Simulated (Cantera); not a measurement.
**Premixed flame**

A freely propagating, adiabatic, planar premixed flame of H2 : O2 : N2 = 1 : 0.455 : 1.32 (molar parts), unburnt at 598 K and 20000 Pa; multicomponent transport, grid criteria slope 0.08 and curve 0.16, no radiation.

Cantera simulation using the H2/O2 subset of GRI-Mech 3.0, which has no nitrogen chemistry; the numbers are that mechanism's predictions, not measurements. Burning velocities carry a grid error of a few per cent, more on coarse grids.

| z (mm) | T (K) | u (m/s) | x H2 | x O2 | x O | x H2O2 | x HO2 | x H |
|---|---|---|---|---|---|---|---|---|
| -10.2 | 598 | 7.55 | 0.360 | 0.164 | <1e-8 | <1e-8 | <1e-8 | <1e-8 |
| -6.78 | 598 | 7.55 | 0.360 | 0.164 | <1e-8 | <1e-8 | <1e-8 | <1e-8 |
| -5.09 | 598 | 7.55 | 0.360 | 0.164 | <1e-8 | <1e-8 | <1e-8 | <1e-8 |
| -3.39 | 598 | 7.55 | 0.360 | 0.164 | <1e-8 | <1e-8 | 3.40e-7 | 1.47e-7 |
| -1.70 | 605 | 7.63 | 0.359 | 0.164 | 7.06e-6 | 6.22e-7 | 7.84e-5 | 0.000291 |
| -0.848 | 731 | 9.14 | 0.339 | 0.160 | 0.000278 | 1.53e-6 | 5.74e-5 | 0.00945 |
| 0 | 1155 | 13.9 | 0.183 | 0.107 | 0.00904 | 1.20e-6 | 2.43e-5 | 0.0779 |
| 0.848 | 1459 | 17.4 | 0.0732 | 0.0399 | 0.0180 | 1.18e-6 | 8.36e-6 | 0.112 |
| 1.70 | 1590 | 18.8 | 0.0684 | 0.0320 | 0.0185 | 8.10e-7 | 5.82e-6 | 0.103 |
| 3.39 | 1743 | 20.3 | 0.0717 | 0.0287 | 0.0175 | 4.51e-7 | 4.37e-6 | 0.0870 |
| 6.78 | 1915 | 22.1 | 0.0738 | 0.0250 | 0.0155 | 2.32e-7 | 3.19e-6 | 0.0700 |
| 13.6 | 2097 | 23.8 | 0.0736 | 0.0211 | 0.0127 | 1.28e-7 | 2.31e-6 | 0.0535 |
| 27.1 | 2275 | 25.5 | 0.0711 | 0.0171 | 0.00963 | 8.79e-8 | 1.86e-6 | 0.0390 |
x: mole fraction of selected species; z is measured from the peak of heat release.

```json
{
  "laminar_burning_velocity": "755 cm/s",
  "thermal_thickness": "3.39 mm",
  "peak x(O)": "0.0186",
  "peak x(H2O2)": "1.66e-6",
  "peak x(HO2)": "8.32e-5",
  "peak x(H)": "0.113"
}
```
